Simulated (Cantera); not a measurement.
An adiabatic, constant-volume homogeneous reactor starts with 5.69 % CH4, 0.626 % H2, 7.79 % O2, 85.9 % N2, equivalence ratio 1.5, at 1400 K and 16.8 atm.

Cantera simulation using GRI-Mech 3.0 (53 species, 325 reactions); the numbers are that mechanism's predictions, not measurements. The pressure lies above the range GRI-Mech 3.0 was tuned for (to about 10 atm).

Question: Predict: time of steepest temperature rise; temperature at 0.200 s; equilibrium temperature; x(H2) at 0.200 s; x(O2) at 0.200 s; x(H2O2) at 0.200 s.

Answer: time of steepest temperature rise: 0.536 ms
temperature at 0.200 s: 2301 K
equilibrium temperature: 2301 K
x(H2) at 0.200 s: 0.0358 (gas-phase equilibrium 0.0358)
x(O2) at 0.200 s: 7.57e-7 (gas-phase equilibrium 7.57e-7)
x(H2O2) at 0.200 s: 1.66e-9 (gas-phase equilibrium 1.66e-9)
